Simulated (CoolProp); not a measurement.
Sulfur dioxide at 271.26 K and 0.113 MPa is compressed adiabatically to 0.617 MPa with isentropic efficiency 0.7. Each further row changes one setting.

Model: reference Helmholtz-energy equation of state, Gao 2016, in CoolProp.

```json
[
 {"case": "as stated", "work (kJ/kg)": "99.0", "final temperature (K)": "426.2", "final density (kg/m³)": "11.5"},
 {"case": "efficiency 1", "work (kJ/kg)": "69.3", "final temperature (K)": "385.2", "final density (kg/m³)": "12.9"},
 {"case": "efficiency 0.65", "work (kJ/kg)": "107", "final temperature (K)": "436.7", "final density (kg/m³)": "11.2"}
]
```
